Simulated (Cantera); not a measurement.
**Adiabatic ignition**

An adiabatic, constant-pressure homogeneous reactor starts with 14.0 % CO, 5.59 % H2, 0.559 % CH4, 16.8 % O2, 63.1 % N2, equivalence ratio 0.65, at 1325 K and 1.01 bar.

Computed with Cantera and GRI-Mech 3.0 (53 species, 325 reactions).

| t (s) | T (K) | x CO | x H2 | x CH4 | x C2H2 | x CH3 | x C2H6 |
|---|---|---|---|---|---|---|---|
| 3.00e-6 | 1325 | 0.140 | 0.0559 | 0.00559 | <1e-12 | 8.58e-9 | <1e-12 |
| 7.83e-6 | 1325 | 0.140 | 0.0559 | 0.00559 | <1e-12 | 1.03e-7 | <1e-12 |
| 2.04e-5 | 1325 | 0.140 | 0.0559 | 0.00559 | <1e-12 | 8.72e-6 | 4.00e-9 |
| 5.33e-5 | 1628 | 0.112 | 0.00536 | 2.63e-9 | <1e-12 | 2.75e-10 | <1e-12 |
| 0.000139 | 2141 | 0.0568 | 0.00578 | <1e-12 | <1e-12 | <1e-12 | <1e-12 |
| 0.000363 | 2424 | 0.0409 | 0.00347 | <1e-12 | <1e-12 | <1e-12 | <1e-12 |
| 0.000949 | 2569 | 0.0291 | 0.00225 | <1e-12 | <1e-12 | <1e-12 | <1e-12 |
| 0.00248 | 2582 | 0.0275 | 0.00211 | <1e-12 | <1e-12 | <1e-12 | <1e-12 |
| 0.00646 | 2577 | 0.0272 | 0.00210 | <1e-12 | <1e-12 | <1e-12 | <1e-12 |
| 0.0169 | 2572 | 0.0270 | 0.00208 | <1e-12 | <1e-12 | <1e-12 | <1e-12 |
| 0.0440 | 2571 | 0.0269 | 0.00208 | <1e-12 | <1e-12 | <1e-12 | <1e-12 |
| 0.115 | 2571 | 0.0269 | 0.00208 | <1e-12 | <1e-12 | <1e-12 | <1e-12 |
| 0.300 | 2571 | 0.0269 | 0.00208 | <1e-12 | <1e-12 | <1e-12 | <1e-12 |
x: mole fraction; the columns are a selection and need not sum to one.

| Property | Value |
|---|---|
| time of steepest temperature rise | 41.9 µs |
| temperature at 0.300 s | 2571 K |
| equilibrium temperature | 2571 K |
| x(CO) at 0.300 s | 0.0269 (gas-phase equilibrium 0.0269) |
| x(H2) at 0.300 s | 0.00208 (gas-phase equilibrium 0.00208) |
| x(CH4) at 0.300 s | <1e-12 (gas-phase equilibrium <1e-12) |
